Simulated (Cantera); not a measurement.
A Cantera script and what it prints.

```python
import numpy as np
import cantera as ct

gas_names = """
    C CO CO2 C2 C2O C3 C3O2 C4 C5 Cu CuO Cu2 O O2 O3
""".split()
cond_names = """
    C(gr) Cu(cr) Cu(L) CuO(s) Cu2O(s) Cu2O(L)
""".split()


# ... load() reads the species with a 1 bar reference pressure and builds the phases ...
atoms = {
    'CuO': {'Cu': 1, 'O': 1},
    'CO': {'C': 1, 'O': 1},
}
top_T = {'C(gr)': 4500, 'CuO(s)': 1390}  # K; cautious upper limits of use, not melting points


# ... equilibrate(T, P, feed) seeds the gas with the atoms and calls Mixture.equilibrate('TP', solver="vcs", rtol=1e-11, max_steps=5000) ...
results = []
P = 130  # Pa
for T in [1398, 1498, 1598, 1698, 1798, 1898, 1998, 2098, 2198]:
    for m in [1.2, 2.5, 3.9, 5.2, 6.5, 7.8, 9.1, 10, 12, 13, 14, 16, 17]:
        feed = {'CuO': 1, 'CO': m}  # mol
        mix = equilibrate(T, P, feed)
        results.append((T, P, feed, dict(zip(mix.species_names, mix.species_moles))))

for T, P, feed, n in results:
    print(f"{T:7g} {feed['CO']:10.4g}  " + (" + ".join(c for c in cond_names if n.get(c, 0) > 1e-12) or "gas only"))
```

It prints:

```
   1398        1.2  Cu(L)
   1398        2.5  Cu(L)
   1398        3.9  Cu(L)
   1398        5.2  Cu(L)
   1398        6.5  Cu(L)
   1398        7.8  Cu(L)
   1398        9.1  Cu(L)
   1398         10  Cu(L)
   1398         12  Cu(L)
   1398         13  Cu(L)
   1398         14  Cu(L)
   1398         16  Cu(L)
   1398         17  Cu(L)
   1498        1.2  Cu(L)
   1498        2.5  Cu(L)
   1498        3.9  Cu(L)
   1498        5.2  Cu(L)
   1498        6.5  Cu(L)
   1498        7.8  Cu(L)
   1498        9.1  Cu(L)
   1498         10  Cu(L)
   1498         12  Cu(L)
   1498         13  Cu(L)
   1498         14  Cu(L)
   1498         16  Cu(L)
   1498         17  Cu(L)
   1598        1.2  Cu(L)
   1598        2.5  Cu(L)
   1598        3.9  Cu(L)
   1598        5.2  Cu(L)
   1598        6.5  Cu(L)
   1598        7.8  Cu(L)
   1598        9.1  Cu(L)
   1598         10  Cu(L)
   1598         12  Cu(L)
   1598         13  Cu(L)
   1598         14  Cu(L)
   1598         16  Cu(L)
   1598         17  Cu(L)
   1698        1.2  Cu(L)
   1698        2.5  Cu(L)
   1698        3.9  Cu(L)
   1698        5.2  Cu(L)
   1698        6.5  Cu(L)
   1698        7.8  gas only
   1698        9.1  gas only
   1698         10  gas only
   1698         12  gas only
   1698         13  gas only
   1698         14  gas only
   1698         16  gas only
   1698         17  gas only
   1798        1.2  Cu(L)
   1798        2.5  gas only
   1798        3.9  gas only
   1798        5.2  gas only
   1798        6.5  gas only
   1798        7.8  gas only
   1798        9.1  gas only
   1798         10  gas only
   1798         12  gas only
   1798         13  gas only
   1798         14  gas only
   1798         16  gas only
   1798         17  gas only
   1898        1.2  gas only
   1898        2.5  gas only
   1898        3.9  gas only
   1898        5.2  gas only
   1898        6.5  gas only
   1898        7.8  gas only
   1898        9.1  gas only
   1898         10  gas only
   1898         12  gas only
   1898         13  gas only
   1898         14  gas only
   1898         16  gas only
   1898         17  gas only
   1998        1.2  gas only
   1998        2.5  gas only
   1998        3.9  gas only
   1998        5.2  gas only
   1998        6.5  gas only
   1998        7.8  gas only
   1998        9.1  gas only
   1998         10  gas only
   1998         12  gas only
   1998         13  gas only
   1998         14  gas only
   1998         16  gas only
   1998         17  gas only
   2098        1.2  gas only
   2098        2.5  gas only
   2098        3.9  gas only
   2098        5.2  gas only
   2098        6.5  gas only
   2098        7.8  gas only
   2098        9.1  gas only
   2098         10  gas only
   2098         12  gas only
   2098         13  gas only
   2098         14  gas only
   2098         16  gas only
   2098         17  gas only
   2198        1.2  gas only
   2198        2.5  gas only
   2198        3.9  gas only
   2198        5.2  gas only
   2198        6.5  gas only
   2198        7.8  gas only
   2198        9.1  gas only
   2198         10  gas only
   2198         12  gas only
   2198         13  gas only
   2198         14  gas only
   2198         16  gas only
   2198         17  gas only
```

Equilibrium computed with Cantera from the NASA thermochemical tables; the gas is ideal and each condensed phase is pure.
